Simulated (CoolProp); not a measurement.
Vapour-liquid equilibrium of R143a (1) + R134a (2) at 10.05 °C; x and y are mole fractions of (1).

The numbers come from the multi-fluid Helmholtz-energy mixture model, Lemmon and Jacobsen 2000 and Tillner-Roth 1994; pair parameters Lemmon 2004 in CoolProp.

```tsv
x	bubble pressure (kPa)	y at the bubble point	dew pressure at overall composition x (kPa)	liquid density (mol/L)
0.05	435.4	0.088	426.5	12.33
0.125	465.8	0.207	444.4	12.30
0.2	496.3	?	463.7	12.26
0.275	527.0	0.408	484.8	12.22
0.35	558.0	0.493	507.8	12.18
0.425	589.2	0.571	533.0	12.14
0.5	?	0.641	560.6	12.10
0.575	652.2	0.706	591.0	12.06
0.65	684.1	?	624.6	12.01
0.725	?	0.823	661.8	11.96
0.8	748.8	0.875	703.0	11.91
0.875	781.7	0.924	748.9	11.86
0.95	815.0	0.970	?	?
```

Q: Fill in the missing entries.

A: 
- 0.2, y at the bubble point: 0.313
- 0.5, bubble pressure (kPa): 620.6
- 0.65, y at the bubble point: 0.767
- 0.725, bubble pressure (kPa): 716.3
- 0.95, dew pressure at overall composition x (kPa): 800.1
- 0.95, liquid density (mol/L): 11.80

No azeotrope shows between x = 0.05 and 0.95.

The pair parameters rest on a limited set of measurements; away from them the model extrapolates.
